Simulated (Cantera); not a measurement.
Premixed flame

A freely propagating, adiabatic, planar premixed flame of 7.33 % CO, 4.47 % H₂, 3.37 % CH₄, 14.9 % O₂, 69.9 % N₂, unburnt at 475 K and 0.987 atm; mixture-averaged transport, grid criteria slope 0.08 and curve 0.16, no radiation.

Computed with Cantera and GRI-Mech 3.0 (53 species, 325 reactions). Burning velocities carry a grid error of a few per cent, more on coarse grids.

```tsv
z (mm)	T (K)	u (m/s)	x CO	x H₂	x CH₄	x HCN	x C₂H₂	x HCO
-1.34	475	0.877	0.0733	0.0444	0.0337	<1e-8	<1e-8	<1e-8
-0.893	475	0.877	0.0734	0.0435	0.0338	<1e-8	<1e-8	<1e-8
-0.669	477	0.878	0.0735	0.0421	0.0338	<1e-8	<1e-8	<1e-8
-0.446	488	0.897	0.0737	0.0385	0.0336	<1e-8	<1e-8	<1e-8
-0.223	668	1.22	0.0734	0.0294	0.0293	<1e-8	6.75e-8	4.44e-8
-0.112	995	1.82	0.0728	0.0228	0.0194	4.10e-8	3.55e-7	2.03e-6
0	1371	2.50	0.0698	0.0154	0.00533	1.19e-7	1.04e-6	1.95e-5
0.112	1559	2.83	0.0565	0.00892	0.000372	1.08e-7	1.39e-7	5.71e-6
0.223	1645	2.96	0.0428	0.00662	1.34e-5	3.82e-8	<1e-8	4.12e-7
0.446	1749	3.12	0.0285	0.00601	2.60e-8	<1e-8	<1e-8	6.00e-8
0.893	1857	3.29	0.0199	0.00504	<1e-8	<1e-8	<1e-8	2.41e-8
1.79	1949	3.43	0.0146	0.00349	<1e-8	<1e-8	<1e-8	<1e-8
3.57	2020	3.54	0.00962	0.00214	<1e-8	<1e-8	<1e-8	<1e-8
```
x: mole fraction of selected species; z is measured from the peak of heat release.

```yaml
laminar_burning_velocity: 87.8 cm/s
thermal_thickness: 0.446 mm
peak x(HCN): 1.37e-7
peak x(C₂H₂): 1.04e-6
peak x(HCO): 2.00e-5
grid_points: 130
```
